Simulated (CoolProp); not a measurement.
Vapour-liquid equilibrium of dimethyl carbonate (1) + n-nonane (2) at 21 kPa; x and y are mole fractions of (1).

Model: multi-fluid Helmholtz-energy mixture model, Zhou 2011 and Lemmon 2006; pair parameters Bell 2016, in CoolProp.

| x | bubble temperature (K) | y at the bubble point | dew temperature at overall composition x (K) | liquid density (mol/L) |
|---|---|---|---|---|
| 0.05 | 354.2 | 0.537 | 371.7 | 5.360 |
| 0.125 | 338.6 | 0.781 | 369.6 | 5.699 |
| 0.2 | 330.6 | 0.859 | 367.3 | 6.012 |
| 0.275 | 326.3 | 0.892 | 364.8 | 6.326 |
| 0.35 | 324.0 | 0.908 | 362.1 | 6.654 |
| 0.425 | 322.9 | 0.915 | 359.2 | 7.004 |
| 0.5 | 322.5 | 0.919 | 356.0 | 7.385 |
| 0.575 | 322.3 | 0.920 | 352.3 | 7.806 |
| 0.65 | 322.3 | 0.921 | 348.1 | 8.275 |
| 0.725 | 322.1 | 0.923 | 343.1 | 8.804 |
| 0.8 | 321.9 | 0.927 | 336.9 | 9.404 |
| 0.875 | 321.5 | 0.939 | 328.6 | 10.09 |
| 0.95 | 321.0 | 0.966 | 321.2 | 10.88 |

No azeotrope shows between x = 0.05 and 0.95.

Pair parameters are fitted to limited data, so mixtures are less certain than the pure fluids. With so large a gap from Raoult's law the liquid may split in two, which this calculation doesn't test in full.
